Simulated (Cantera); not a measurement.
An isothermal, constant-pressure homogeneous reactor starts with NH3 : N2 = 1 : 0.54 (molar parts), at 1475 K and 200000 Pa.

Model: the gas-phase N/H chemistry of the illustrative SiF4/NH3 mechanism in the Surface Chemkin manual (1991), integrated in Cantera. Walls and surfaces, which speed up NH3 decomposition in real reactors, are not modelled.

### Question
Predict: x(NH3) at 2.00 s; x(N2H2) at 2.00 s; x(N2) at 2.00 s; x(NH2) at 2.00 s; x(N2H4) at 2.00 s; x(H2) at 2.00 s.

### Answer
- x(NH3) at 2.00 s = 0.605 (gas-phase equilibrium 3.82e-5)
- x(N2H2) at 2.00 s = 1.28e-7 (gas-phase equilibrium <1e-12)
- x(N2) at 2.00 s = 0.355 (gas-phase equilibrium 0.409)
- x(NH2) at 2.00 s = 2.44e-5 (gas-phase equilibrium 9.93e-10)
- x(N2H4) at 2.00 s = 1.94e-7 (gas-phase equilibrium <1e-12)
- x(H2) at 2.00 s = 0.0407 (gas-phase equilibrium 0.591)
